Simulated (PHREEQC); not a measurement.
# Nickel, zinc or cadmium bath (model solution)

Solution (25 °C): 0.0015 mol/kgw NiSO4 and 0.0063 mol/kgw MnSO4. Closed to the air; pH follows from the charge balance.

Model: ion-association model, wateq4f.dat, run in PHREEQC.

The pH is 6.45 and the ionic strength comes out as 0.0233 mol/kgw.

```csv
species,molality,activity,log γ
SO4-2,0.00583,0.00328,-0.250
Mn+2,0.00472,0.00272,-0.239
MnSO4,0.00158,0.00159,0.002
Ni+2,0.00111,0.000615,-0.256
NiSO4,0.000391,0.000393,0.002
H+,4.04e-7,3.57e-7,-0.054
NiOH+,2.76e-7,2.38e-7,-0.064
MnOH+,2.26e-7,1.96e-7,-0.062
HSO4-,1.32e-7,1.14e-7,-0.064
Ni(SO4)2-2,1.25e-7,6.92e-8,-0.256
OH-,3.27e-8,2.80e-8,-0.066
```

Precipitation was switched off in this run. Complexes and solids missing from the database can't appear.
